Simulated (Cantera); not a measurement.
Charge: 1 mol SiHCl3, 0.15 mol Cl2, 100 mol N2, held at 0.630 bar.

Equilibrium computed with Cantera from the NASA thermochemical tables; the gas is ideal and each condensed phase is pure. Candidate condensed phases: NH4Cl, Si, Si3N4; 28 gas species. The tables' values for SiCl3 are old estimates; treat these amounts as uncertain. The numbers say what is thermodynamically allowed, not how fast it happens. All values below are at 1600 K.

Base state: N2 0.982, HCl 0.00898, SiCl2 0.00412, SiCl4 0.00231, SiCl3 0.00197, H2 0.000416, Cl 2.39e-5, SiHCl3 1.54e-5 (mole fractions); condensed: Si3N4(s).

### Question
What changes in the equilibrium state with this change: SiHCl3 replaced by SiH2Cl2?

### Answer
| species | before | after |
|---|---|---|
| N2 | 0.982 | 0.980 |
| HCl | 0.00898 | 0.0148 |
| H2 | 0.000416 | 0.00242 |
| SiCl2 | 0.00412 | 0.00193 |
| SiCl4 | 0.00231 | 0.000505 |
| SiCl3 | 0.00197 | 0.000629 |
| Si3N4(s), mol | 0.0480 | 0.229 |
